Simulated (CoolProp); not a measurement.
Vapour-liquid equilibrium of dimethyl ether (1) + 1-butene (2) at -24.05 °C; x and y are mole fractions of (1).

The numbers come from the multi-fluid Helmholtz-energy mixture model, Wu 2011 and Lemmon 2005; pair parameters Bell 2016 in CoolProp.

```json
[
 {"x": "0.05", "bubble pressure (MPa)": "0.05249", "y at the bubble point": "0.130", "dew pressure at overall composition x (MPa)": "…", "liquid density (mol/L)": "11.67"},
 {"x": "0.125", "bubble pressure (MPa)": "0.05886", "y at the bubble point": "0.280", "dew pressure at overall composition x (MPa)": "0.05231", "liquid density (mol/L)": "11.92"},
 {"x": "0.2", "bubble pressure (MPa)": "0.06468", "y at the bubble point": "0.395", "dew pressure at overall composition x (MPa)": "0.05530", "liquid density (mol/L)": "12.18"},
 {"x": "0.275", "bubble pressure (MPa)": "0.07001", "y at the bubble point": "0.487", "dew pressure at overall composition x (MPa)": "0.05861", "liquid density (mol/L)": "12.45"},
 {"x": "0.35", "bubble pressure (MPa)": "0.07488", "y at the bubble point": "0.563", "dew pressure at overall composition x (MPa)": "0.06227", "liquid density (mol/L)": "12.74"},
 {"x": "0.425", "bubble pressure (MPa)": "0.07935", "y at the bubble point": "0.627", "dew pressure at overall composition x (MPa)": "0.06633", "liquid density (mol/L)": "13.04"},
 {"x": "0.5", "bubble pressure (MPa)": "0.08346", "y at the bubble point": "0.684", "dew pressure at overall composition x (MPa)": "0.07080", "liquid density (mol/L)": "13.36"},
 {"x": "0.575", "bubble pressure (MPa)": "0.08726", "y at the bubble point": "0.735", "dew pressure at overall composition x (MPa)": "0.07570", "liquid density (mol/L)": "13.69"},
 {"x": "0.65", "bubble pressure (MPa)": "0.09079", "y at the bubble point": "0.783", "dew pressure at overall composition x (MPa)": "…", "liquid density (mol/L)": "14.04"},
 {"x": "0.725", "bubble pressure (MPa)": "0.09410", "y at the bubble point": "…", "dew pressure at overall composition x (MPa)": "0.08650", "liquid density (mol/L)": "14.40"},
 {"x": "0.8", "bubble pressure (MPa)": "0.09720", "y at the bubble point": "0.873", "dew pressure at overall composition x (MPa)": "0.09206", "liquid density (mol/L)": "14.79"},
 {"x": "0.875", "bubble pressure (MPa)": "0.1001", "y at the bubble point": "0.919", "dew pressure at overall composition x (MPa)": "0.09732", "liquid density (mol/L)": "15.20"},
 {"x": "0.95", "bubble pressure (MPa)": "0.1029", "y at the bubble point": "0.966", "dew pressure at overall composition x (MPa)": "0.1020", "liquid density (mol/L)": "15.63"}
]
```

**Question.** What belongs in the gaps?

**Answer.** 
- 0.05, dew pressure at overall composition x (MPa): 0.04960
- 0.65, dew pressure at overall composition x (MPa): 0.08097
- 0.725, y at the bubble point: 0.828

No azeotrope shows between x = 0.05 and 0.95.

Pair parameters are fitted to limited data, so mixtures are less certain than the pure fluids.
